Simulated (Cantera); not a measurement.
A closed system holds: 1 mol Al, a varied amount of H2O, 210 mol H2, equilibrated at 1625 °C and 13.3 mbar.

Method: chemical equilibrium by Gibbs-energy minimisation in Cantera with the NASA 1993 tables (ideal gas, pure condensed phases). Candidate condensed phases: Al, Al2O3, H2O; 19 gas species. Equilibrium is a limit: real reactors are often held back by kinetics, nucleation or transport.

Q: What share of the Al ends up in condensed phases as a function of n(H2O) (mol), at 0.049, 0.073, 0.11, 0.16, 0.24, 0.36, 0.54, 0.8?

A: 
| n(H2O) (mol) | Al condensed (%) | as |
|---|---|---|
| 0.049 | 0.0 | - |
| 0.073 | 0.0 | - |
| 0.11 | 0.0 | - |
| 0.16 | 0.0 | - |
| 0.24 | 0.0 | - |
| 0.36 | 8.8 | Al2O3(s) |
| 0.54 | 23.5 | Al2O3(s) |
| 0.8 | 44.4 | Al2O3(s) |
